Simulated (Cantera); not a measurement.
An adiabatic, constant-volume homogeneous reactor starts with H₂ : O₂ : N₂ = 1 : 0.385 : 1.45 (molar parts), equivalence ratio 1.3, at 1225 K and 0.760 atm. Integrator tolerance rtol = 1e-08.

Computed with Cantera and GRI-Mech 3.0 (53 species, 325 reactions).

### Question
What does this change do: O2 0.385 to 0.28 parts?

### Answer
```tsv
quantity	before	after
time of steepest temperature rise	51.4 µs	64.3 µs
temperature at 2.00 s	2936 K	2765 K
equilibrium temperature	2936 K	2765 K
x(H₂) at 2.00 s	0.106 (gas-phase equilibrium 0.106)	0.171 (gas-phase equilibrium 0.171)
x(O₂) at 2.00 s	0.00462 (gas-phase equilibrium 0.00462)	0.000359 (gas-phase equilibrium 0.000359)
x(OH) at 2.00 s	0.0251 (gas-phase equilibrium 0.0251)	0.00811 (gas-phase equilibrium 0.00811)
x(H₂O) at 2.00 s	0.257 (gas-phase equilibrium 0.257)	0.214 (gas-phase equilibrium 0.214)
x(O) at 2.00 s	0.00479 (gas-phase equilibrium 0.00479)	0.000715 (gas-phase equilibrium 0.000715)
```

### Question
What does this change do: constant pressure in place of constant volume?

### Answer
```
quantity                                                            before                                    after
---------------------------------  ---------------------------------------  ---------------------------------------
time of steepest temperature rise                                  51.4 µs                                  52.5 µs
temperature at 2.00 s                                               2936 K                                   2759 K
equilibrium temperature                                             2936 K                                   2759 K
x(H₂) at 2.00 s                        0.106 (gas-phase equilibrium 0.106)      0.101 (gas-phase equilibrium 0.101)
x(O₂) at 2.00 s                    0.00462 (gas-phase equilibrium 0.00462)  0.00329 (gas-phase equilibrium 0.00329)
x(OH) at 2.00 s                      0.0251 (gas-phase equilibrium 0.0251)    0.0188 (gas-phase equilibrium 0.0188)
x(H₂O) at 2.00 s                       0.257 (gas-phase equilibrium 0.257)      0.273 (gas-phase equilibrium 0.273)
x(O) at 2.00 s                     0.00479 (gas-phase equilibrium 0.00479)  0.00303 (gas-phase equilibrium 0.00303)
```
